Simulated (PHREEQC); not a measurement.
A made-up water analysis in mmol/kgw, 65 °C, pH 2.88, pe 12.7: Na 78.8; K 0.195; Ca 3.48; Mg 6.75; Cl 36.6; S(6) 43.5; Zn 1.24; B 0.0402; Al 9.94; F 0.3.

Cl is adjusted to close the charge balance.
Valence states are taken as typed.

Model: ion-association model, wateq4f.dat, run in PHREEQC.

This is a speciation only: nothing precipitates in the calculation.

Task: What ionic strength does the model give?

Result: ionic strength 0.130 mol/kgw.

Task: In which forms is Na present?

Result: Na+ 96 %, NaSO4- 4.0 % of the Na.

Species that the database lacks are ignored. Away from 25 °C the constants follow the database's enthalpies or fits; those with neither stay at their 25 °C values. Real BF4- forms and hydrolyses slowly; the run takes it at equilibrium. Fluoro complexes past AlF4- and FeF3 are missing from the database.
